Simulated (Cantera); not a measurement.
A closed system holds: 1 mol PbO, 0.82 mol N2, 2.8 mol CO, held at 0.0100 bar.

Cantera equilibrium calculation (NASA polynomials, part measured and part estimated; ideal gas, pure solids and liquids). Candidate condensed phases: C, Pb, PbO, PbO2, Pb3O4; 27 gas species. Rates play no part.

**Question.** At 875 K, list the 4 most abundant gas species with their mole fractions, and the condensed phases.

**Answer.** CO 0.497, CO2 0.276, N2 0.227, Pb 6.74e-5. Condensed: Pb(l).
